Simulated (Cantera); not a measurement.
Input (Python, Cantera):

```python
import numpy as np
import cantera as ct

gas = ct.Solution("gri30.yaml")
gas.TP = 300, 101325
flame = ct.CounterflowDiffusionFlame(gas, width=0.02)
flame.fuel_inlet.X, flame.fuel_inlet.T = {'CH4': 1, 'H2': 0.53}, 300
flame.oxidizer_inlet.X, flame.oxidizer_inlet.T = {'O2': 0.19, 'N2': 0.81}, 300
flame.set_refine_criteria(ratio=3, slope=0.12, curve=0.24, prune=0.03)
show = ['OH', 'H', 'NO', 'CO', 'C2H2']

rows = []
print(f"{'mdot':>8s}{'a_max':>10s}{'a_mean':>10s}{'Tmax/K':>9s}" + "".join(f"{s:>11s}" for s in show) + "   (peak mole fractions)")
for i, mdot in enumerate([0.61, 0.75, 0.92, 1.1, 1.4, 1.7, 2.1, 2.6, 3.2, 3.9]):  # kg/m2/s on the oxidiser side
    flame.oxidizer_inlet.mdot, flame.fuel_inlet.mdot = mdot, 0.71 * mdot
    flame.solve(loglevel=0, auto=(i == 0))
    if flame.T.max() < max(300, 300) + 100:
        print(f"{mdot:8.3g}  no burning solution found from the previous one")
        break
    dT = np.abs(np.gradient(flame.T, flame.grid))
    rows.append([flame.strain_rate("max"), flame.strain_rate("mean"), flame.T.max(),
                 *(flame.X[gas.species_index(s)].max() for s in show), max(dT[0], dT[-1]) / dT.max()])
    print(f"{mdot:8.3g}{rows[-1][0]:10.1f}{rows[-1][1]:10.1f}{rows[-1][2]:9.1f}" + "".join(f"{x:11.3e}" for x in rows[-1][3:-1]))
```

It prints:

```
    mdot     a_max    a_mean   Tmax/K         OH          H         NO         CO       C2H2   (peak mole fractions)
    0.61     455.9      73.8   1994.5  7.067e-03  5.280e-03  1.290e-04  3.294e-02  6.548e-03
    0.75     554.0      90.7   1983.9  7.044e-03  5.487e-03  1.196e-04  3.291e-02  6.430e-03
    0.92     667.4     111.2   1974.6  7.008e-03  5.700e-03  1.103e-04  3.295e-02  6.333e-03
     1.1     785.0     133.0   1964.3  6.934e-03  5.872e-03  1.014e-04  3.298e-02  6.200e-03
     1.4     979.1     169.3   1949.1  6.790e-03  6.088e-03  8.888e-05  3.307e-02  5.991e-03
     1.7    1166.1     205.6   1936.7  6.650e-03  6.242e-03  7.893e-05  3.325e-02  5.791e-03
     2.1    1406.1     253.9   1923.0  6.485e-03  6.406e-03  6.840e-05  3.356e-02  5.544e-03
     2.6    1694.3     314.4   1905.7  6.237e-03  6.509e-03  5.728e-05  3.390e-02  5.186e-03
     3.2    2023.9     386.9   1886.7  5.947e-03  6.563e-03  4.679e-05  3.430e-02  4.767e-03
     3.9    2393.7     471.6   1866.3  5.614e-03  6.554e-03  3.720e-05  3.480e-02  4.281e-03
```

Computed with Cantera and GRI-Mech 3.0 (53 species, 325 reactions). GRI-Mech 3.0 has no aromatics or soot, which form on the fuel side of real flames. The maximum strain rate includes the flame's own expansion and is several times the mean.
